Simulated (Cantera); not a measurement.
A closed system holds: 1 mol trisilylamine, 41 mol NH3, 0.21 mol H2, at 14.0 mbar.

Cantera equilibrium calculation (NASA polynomials, part measured and part estimated; ideal gas, pure solids and liquids). Candidate condensed phases: Si, Si3N4; 18 gas species. The feed counts by its element totals alone. The tables' values for SiN are old estimates; treat these amounts as uncertain. Gases not in the tables: Si2H6 and higher silanes. The numbers say what is thermodynamically allowed, not how fast it happens.

x: gas mole fraction; n: condensed amount in mol.

```json
[
 {"T (°C)": "600", "x H2": "0.777", "x N2": "0.223", "x H": "3.49e-10", "x Si": "<1e-12", "x SiH": "<1e-12", "x SiH2": "<1e-12", "n Si3N4(s)": "1.00", "n Si(l)": "0"},
 {"T (°C)": "800", "x H2": "0.777", "x N2": "0.223", "x H": "1.04e-7", "x Si": "<1e-12", "x SiH": "<1e-12", "x SiH2": "<1e-12", "n Si3N4(s)": "1.00", "n Si(l)": "0"},
 {"T (°C)": "1000", "x H2": "0.777", "x N2": "0.223", "x H": "5.31e-6", "x Si": "…", "x SiH": "2.35e-12", "x SiH2": "6.70e-11", "n Si3N4(s)": "1.00", "n Si(l)": "0"},
 {"T (°C)": "1200", "x H2": "0.777", "x N2": "0.223", "x H": "9.42e-5", "x Si": "…", "x SiH": "6.27e-9", "x SiH2": "3.49e-8", "n Si3N4(s)": "1.000", "n Si(l)": "0"},
 {"T (°C)": "1400", "x H2": "0.776", "x N2": "0.223", "x H": "0.000848", "x Si": "…", "x SiH": "2.45e-6", "x SiH2": "3.99e-6", "n Si3N4(s)": "0.999", "n Si(l)": "0"},
 {"T (°C)": "1600", "x H2": "0.754", "x N2": "0.240", "x H": "0.00474", "x Si": "…", "x SiH": "6.03e-5", "x SiH2": "3.70e-5", "n Si3N4(s)": "0", "n Si(l)": "2.93"},
 {"T (°C)": "1800", "x H2": "0.736", "x N2": "0.237", "x H": "0.0191", "x Si": "…", "x SiH": "0.000416", "x SiH2": "0.000117", "n Si3N4(s)": "0", "n Si(l)": "2.27"}
]
```

Q: What belongs in the gaps?

A: 
- 1000, x Si: 2.33e-12
- 1200, x Si: 1.67e-8
- 1400, x Si: 1.39e-5
- 1600, x Si: 0.000630
- 1800, x Si: 0.00712
